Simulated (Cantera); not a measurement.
Charge: 1 mol CH3OH, 0.13 mol H2O, 0.24 mol N2, equilibrated at 975 °C and 10000 Pa.

Method: chemical equilibrium by Gibbs-energy minimisation in Cantera with the NASA 1993 tables (ideal gas, pure condensed phases). Candidate condensed phases: C, C6H6, C7H8, C8H18, H2O; 136 gas species. The numbers say what is thermodynamically allowed, not how fast it happens.

Question: What is the equilibrium state?

Answer: 
| Item | Result |
|---|---|
| x(H2) | 0.603 |
| x(CO) | 0.288 |
| x(N2) | 0.0712 |
| x(H2O) | 0.0295 |
| x(CO2) | 0.00905 |
| x(CH4) | 3.64e-6 |
| x(NH3) | 1.92e-6 |
| x(H) | 1.15e-6 |
| gas amount | 3.370 mol |
| log10 activity of C(graphite) (absent) | -2.05 |
